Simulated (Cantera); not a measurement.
A Cantera script and its output.

```python
import numpy as np
import cantera as ct

gas = ct.Solution("gri30.yaml")
gas.TPX = 500, 1100000, {'CH3OH': 1, 'O2': 1.36, 'N2': 5.13, 'H2O': 0.22}
inlet = ct.Reservoir(gas, clone=True)
gas.equilibrate("HP")  # start burning
reactor = ct.IdealGasConstPressureReactor(gas, energy="on", clone=False)
exhaust = ct.Reservoir(gas, clone=True)
tau = [0.024, 0.013, 0.0074, 0.0041, 0.0023, 0.0013, 0.0007, 0.00039, 0.00022, 0.00012, 6.6e-05, 3.7e-05, 2e-05][0]
for a, b in ((inlet, reactor), (reactor, exhaust)):
    ct.MassFlowController(a, b, mdot=lambda t: reactor.mass / tau)
net = ct.ReactorNet([reactor])
show = ['CH3OH', 'O2', 'H2O', 'CO', 'H', 'C2H4', 'NO']

rows = []
print(f"{'tau/s':>10s}{'T/K':>9s}" + "".join(f"{s:>11s}" for s in show))
for tau in [0.024, 0.013, 0.0074, 0.0041, 0.0023, 0.0013, 0.0007, 0.00039, 0.00022, 0.00012, 6.6e-05, 3.7e-05, 2e-05]:
    net.initial_time = 0.0
    net.advance(30 * tau)
    before = gas.X
    net.advance(40 * tau)
    drift = np.max(np.abs(gas.X - before) / (gas.X + 1e-9))
    rows.append([gas.T, *gas[show].X, drift])
    print(f"{tau:10.3e}{gas.T:9.1f}" + "".join(f"{x:11.3e}" for x in gas[show].X))
```

Result:

```
     tau/s      T/K      CH3OH         O2        H2O         CO          H       C2H4         NO
 2.400e-02   2308.6  8.435e-07  4.277e-04  2.532e-01  2.402e-02  4.111e-04  9.625e-11  3.955e-04
 1.300e-02   2305.7  1.428e-06  5.603e-04  2.529e-01  2.420e-02  4.626e-04  1.957e-10  3.594e-04
 7.400e-03   2301.7  2.262e-06  7.479e-04  2.526e-01  2.446e-02  5.317e-04  3.269e-10  3.220e-04
 4.100e-03   2295.7  3.587e-06  1.038e-03  2.520e-01  2.487e-02  6.325e-04  4.944e-10  2.805e-04
 2.300e-03   2287.4  5.542e-06  1.445e-03  2.513e-01  2.544e-02  7.664e-04  6.769e-10  2.395e-04
 1.300e-03   2276.5  8.420e-06  1.999e-03  2.503e-01  2.621e-02  9.414e-04  8.781e-10  2.002e-04
 7.000e-04   2260.9  1.315e-05  2.812e-03  2.490e-01  2.733e-02  1.193e-03  1.156e-09  1.613e-04
 3.900e-04   2241.9  1.998e-05  3.823e-03  2.474e-01  2.870e-02  1.506e-03  1.574e-09  1.297e-04
 2.200e-04   2218.6  3.009e-05  5.086e-03  2.455e-01  3.039e-02  1.902e-03  2.358e-09  1.044e-04
 1.200e-04   2188.2  4.673e-05  6.774e-03  2.431e-01  3.264e-02  2.435e-03  4.261e-09  8.337e-05
 6.600e-05   2151.7  7.328e-05  8.879e-03  2.404e-01  3.543e-02  3.075e-03  9.218e-09  6.709e-05
 3.700e-05   2108.8  1.167e-04  1.150e-02  2.375e-01  3.894e-02  3.763e-03  2.309e-08  5.357e-05
 2.000e-05   2051.8  2.044e-04  1.538e-02  2.342e-01  4.423e-02  4.411e-03  7.332e-08  3.913e-05
```

Detailed kinetics in Cantera: GRI-Mech 3.0 (53 species, 325 reactions). GRI-Mech 3.0 was tuned for natural gas; its chemistry of methanol as a main component is partial and can be far from experiment.
